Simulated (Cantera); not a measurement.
Cantera run:

```python
import numpy as np
import cantera as ct

gas_names = """
    CL CL2 H HCL H2 Si SiCL SiCL2 SiCL3 SiCL4 SiH SiHCL3 SiH2 SiH2CL2 SiH3 SiH3CL SiH4 Si2 Si3
""".split()
cond_names = """
    Si(cr) Si(L)
""".split()


# ... load() reads the species with a 1 bar reference pressure and builds the phases ...
atoms = {
    'Si': {'Si': 1},
    'Cl2': {'CL': 2},
    'H2': {'H': 2},
}
top_T = {}  # K; cautious upper limits of use, not melting points


# ... equilibrate(T, P, feed) seeds the gas with the atoms and calls Mixture.equilibrate('TP', solver="vcs", rtol=1e-11, max_steps=5000) ...
results = []
T = 948  # K
P = 133.322  # Pa
for m in [0.15, 0.36, 0.88, 2.1, 5.2, 13, 31]:
    feed = {'Si': 1, 'Cl2': 3, 'H2': m}  # mol
    mix = equilibrate(T, P, feed)
    results.append((T, P, feed, dict(zip(mix.species_names, mix.species_moles))))

top = {s: max(r[3][s] / sum(r[3][g] for g in gas_names) for r in results) for s in gas_names}
cols = sorted((s for s in top if top[s] > 0.0001), key=lambda s: -top[s])[:8]
seen = [c for c in cond_names if any(r[3].get(c, 0) > 1e-12 for r in results)]
print("log10 of partial pressures in bar; condensed amounts in mol")
print(f"{'n(H2)':>10s}" + "".join(f"{s[:9]:>10s}" for s in cols + seen))
for T, P, feed, n in results:
    ng = sum(n[g] for g in gas_names)
    print(f"{feed['H2']:10.4g}" + "".join(f"{np.log10(max(n[s] / ng * P / 1e5, 1e-99)):10.3f}" for s in cols)
          + "".join(f"{n.get(c, 0):10.4g}" for c in seen))
```

It prints:

```
log10 of partial pressures in bar; condensed amounts in mol
     n(H2)        H2       HCL     SiCL4       CL2        CL    SiHCL3     SiCL3     SiCL2
      0.15   -15.251    -3.731    -3.208    -3.280    -5.407   -17.075   -11.515   -18.293
      0.36   -14.408    -3.391    -3.249    -3.444    -5.489   -16.611   -11.474   -18.170
      0.88   -12.987    -3.089    -3.335    -4.261    -5.897   -15.579   -11.152   -17.439
       2.1    -3.448    -3.186    -3.490   -13.994   -10.764    -6.098    -6.440    -7.861
       5.2    -3.110    -3.429    -3.738   -14.817   -11.175    -5.766    -6.277    -7.287
        13    -2.973    -3.743    -4.066   -15.582   -11.557    -5.643    -6.223    -6.850
        31    -2.918    -4.074    -4.431   -16.299   -11.916    -5.622    -6.229    -6.497
```

These are equilibrium values from Cantera (NASA tables, ideal gas, pure condensed phases), not measurements of a reactor. The tables' values for SiCl3 are old estimates; treat these amounts as uncertain.
